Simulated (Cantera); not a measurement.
## Fe(CO)5 + O2 + N2 (iron carbonyl, mercury and lead vapours)

Charge: 1 mol Fe(CO)5, 0.11 mol O2, 2.4 mol N2, equilibrated at 2.40 Torr.

Method: chemical equilibrium by Gibbs-energy minimisation in Cantera with the NASA 1993 tables (ideal gas, pure condensed phases). Candidate condensed phases: C, Fe, Fe(CO)5, FeO, Fe2O3, Fe3O4; 27 gas species. The numbers say what is thermodynamically allowed, not how fast it happens.

| T (K) | x CO | x N2 | x CO2 | x Fe | n Fe(α) | n Fe(γ) |
|---|---|---|---|---|---|---|
| 923 | 0.646 | 0.324 | 0.0297 | <1e-12 | 1.00 | 0 |
| 973 | 0.646 | 0.324 | 0.0297 | 1.19e-12 | 1.00 | 0 |
| 1023 | 0.646 | 0.324 | 0.0297 | 1.40e-11 | 1.00 | 0 |
| 1073 | 0.646 | 0.324 | 0.0297 | 1.30e-10 | 1.00 | 0 |
| 1123 | 0.646 | 0.324 | 0.0297 | 9.73e-10 | 1.00 | 0 |
| 1173 | 0.646 | 0.324 | 0.0297 | 6.13e-9 | 1.00 | 0 |
| 1223 | 0.646 | 0.324 | 0.0297 | 3.30e-8 | 0 | 1.00 |
| 1273 | 0.646 | 0.324 | 0.0297 | 1.55e-7 | 0 | 1.000 |
x: gas mole fraction; n: condensed amount in mol.

From 923 K to 1173 K the condensed part is Fe(α). From 1223 K to 1273 K the condensed part is Fe(γ).
